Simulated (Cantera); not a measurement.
A perfectly stirred reactor is fed with CH₄ : CO₂ : H₂ = 1 : 2.5 : 0.1 (molar parts), at 0.987 atm; it is held at 1825 K, and followed from long to short residence time.

Computed with Cantera and GRI-Mech 3.0 (53 species, 325 reactions).

x: mole fraction; the columns are a selection and need not sum to one.

```
τ (s)       x CH₄  x CO₂    x H₂  x C₂H₆    x CO   x H₂O
-------  --------  -----  ------  ------  ------  ------
13       0.000874  0.105   0.209       …   0.520   0.165
3.7       0.00237  0.107   0.205       …   0.517   0.166
1.0       0.00555  0.116   0.195       …   0.507   0.172
0.30       0.0105  0.137   0.173       …   0.479   0.184
0.085      0.0185  0.183   0.141       …   0.421   0.202
0.024      0.0334  0.262   0.112       …   0.328   0.206
0.0069     0.0681  0.384   0.107       …   0.208   0.163
0.0020      0.133  0.531   0.114       …  0.0905  0.0773
0.00056     0.204  0.637  0.0854       …  0.0238  0.0199
```

What belongs in the gaps?


- 13, x C₂H₆: 2.30e-8
- 3.7, x C₂H₆: 1.72e-7
- 1.0, x C₂H₆: 9.95e-7
- 0.30, x C₂H₆: 3.93e-6
- 0.085, x C₂H₆: 1.43e-5
- 0.024, x C₂H₆: 4.91e-5
- 0.0069, x C₂H₆: 0.000155
- 0.0020, x C₂H₆: 0.000394
- 0.00056, x C₂H₆: 0.000755
